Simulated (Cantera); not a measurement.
Cantera run:

```python
import numpy as np
import cantera as ct

gas_names = """
    CL CL2 H HCL H2 Si SiCL SiCL2 SiCL3 SiCL4 SiH SiHCL3 SiH2 SiH2CL2 SiH3 SiH3CL SiH4 Si2 Si3
""".split()
cond_names = """
    Si(cr) Si(L)
""".split()


def load(file, names, dense=False):
    # The tables refer to 1 bar. Condensed volumes are neglected.
    table = {s.name: s for s in ct.Species.list_from_file(file)}
    out = []
    for n in names:
        d = dict(table[n].input_data)
        d["thermo"] = dict(d["thermo"], **{"reference-pressure": 1e5})
        if dense:
            d["equation-of-state"] = {"model": "constant-volume", "density": "1e6 g/cm^3"}
        out.append(ct.Species.from_dict(d))
    return out


gas = ct.Solution(thermo="ideal-gas", species=load("nasa_gas.yaml", gas_names))
cond = {s.name: ct.Solution(thermo="fixed-stoichiometry", species=[s], name=s.name)
        for s in load("nasa_condensed.yaml", cond_names, dense=True)}
atoms = {
    'SiCl4': {'Si': 1, 'CL': 4},
    'H2': {'H': 2},
}
top_T = {}  # K; cautious upper limits of use, not melting points


def equilibrate(T, P, feed):
    n = {}
    for name, mol in feed.items():
        for a, k in atoms[name].items():
            n[a] = n.get(a, 0.0) + k * mol
    gas.TPX = T, P, n
    mass = sum(n.values()) * gas.mean_molecular_weight
    gas.equilibrate("TP")
    valid = [c for c in cond.values() if c.min_temp <= T <= top_T.get(c.name, c.max_temp)]
    mix = ct.Mixture([(gas, mass / gas.mean_molecular_weight)] + [(c, 0.0) for c in valid])
    mix.T, mix.P = T, P
    mix.equilibrate("TP", solver="vcs", rtol=1e-11, max_steps=5000)
    return mix


results = []
feed = {'SiCl4': 1, 'H2': 660}  # mol
P = 1000  # Pa
for T in [1123, 1223, 1323, 1423, 1523, 1623, 1723, 1823, 1923, 2023, 2123, 2223]:
    mix = equilibrate(T, P, feed)
    results.append((T, P, feed, dict(zip(mix.species_names, mix.species_moles))))
    x = sorted(zip(gas.X, gas.species_names), reverse=True)
    print(f"T = {T:g} K  P = {P:g} Pa  gas = {mix.phase_moles(0):.4g} mol")
    print("   x: " + "  ".join(f"{s} {v:.3e}" for v, s in x if v > 0.0001))
    print("   condensed (mol): " + ("  ".join(f"{mix.phase(i).name} {mix.phase_moles(i):.4g}"
          for i in range(1, mix.n_phases) if mix.phase_moles(i) > 1e-12) or "none"))
```

It prints:

```
T = 1123 K  P = 1000 Pa  gas = 662 mol
   x: H2 9.940e-01  HCL 5.867e-03
   condensed (mol): Si(cr) 0.9451
T = 1223 K  P = 1000 Pa  gas = 662 mol
   x: H2 9.940e-01  HCL 5.867e-03
   condensed (mol): Si(cr) 0.9426
T = 1323 K  P = 1000 Pa  gas = 662 mol
   x: H2 9.940e-01  HCL 5.851e-03
   condensed (mol): Si(cr) 0.937
T = 1423 K  P = 1000 Pa  gas = 662 mol
   x: H2 9.940e-01  HCL 5.834e-03  SiCL2 1.032e-04
   condensed (mol): Si(cr) 0.9308
T = 1523 K  P = 1000 Pa  gas = 662.1 mol
   x: H2 9.938e-01  HCL 5.817e-03  H 2.304e-04  SiCL2 1.113e-04
   condensed (mol): Si(cr) 0.9229
T = 1623 K  P = 1000 Pa  gas = 662.2 mol
   x: H2 9.934e-01  HCL 5.797e-03  H 6.889e-04  SiCL2 1.183e-04
   condensed (mol): Si(cr) 0.9031
T = 1723 K  P = 1000 Pa  gas = 662.7 mol
   x: H2 9.921e-01  HCL 5.786e-03  H 1.816e-03  SiCL2 1.167e-04
   condensed (mol): Si(L) 0.8308
T = 1823 K  P = 1000 Pa  gas = 663.8 mol
   x: H2 9.892e-01  HCL 5.785e-03  H 4.309e-03  Si 4.420e-04  SiCL2 1.013e-04
   condensed (mol): Si(L) 0.567
T = 1923 K  P = 1000 Pa  gas = 666 mol
   x: H2 9.833e-01  H 9.341e-03  HCL 5.802e-03  Si 1.237e-03  SiH 1.003e-04
   condensed (mol): none
T = 2023 K  P = 1000 Pa  gas = 669.2 mol
   x: H2 9.739e-01  H 1.874e-02  HCL 5.834e-03  Si 1.334e-03
   condensed (mol): none
T = 2123 K  P = 1000 Pa  gas = 674.9 mol
   x: H2 9.575e-01  H 3.511e-02  HCL 5.747e-03  Si 1.374e-03  CL 1.546e-04
   condensed (mol): none
T = 2223 K  P = 1000 Pa  gas = 684.2 mol
   x: H2 9.309e-01  H 6.181e-02  HCL 5.565e-03  Si 1.383e-03  CL 2.682e-04
   condensed (mol): none
```

These are equilibrium values from Cantera (NASA tables, ideal gas, pure condensed phases), not measurements of a reactor. The tables' values for SiCl are old estimates; treat these amounts as uncertain. Gases not in the tables: Si2H6 and higher silanes.
